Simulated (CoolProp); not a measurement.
Properties of R410A along the isobar 0.723 MPa.

The numbers come from the reference Helmholtz-energy equation of state, Lemmon 2003 in CoolProp. It is a pseudo-pure fit of the blend.

```tsv
T (K)	phase	density (kg/m³)	cp (kJ/(kg K))	cv (kJ/(kg K))	isothermal compressibility (1/MPa)	expansivity (1/kK)
330.9	gas	20.42	0.9390	0.7775	1.485	3.847
355	gas	18.73	0.9516	0.8028	1.459	3.384
379.2	gas	17.33	0.9730	0.8323	1.441	3.044
403.4	gas	16.15	0.9987	0.8634	1.428	2.782
427.5	gas	15.14	1.026	0.8948	1.419	2.570
451.7	gas	14.26	1.055	0.9259	1.412	2.394
475.8	gas	13.49	1.083	0.9562	1.406	2.245
500	gas	12.79	1.110	0.9855	1.402	2.115
```
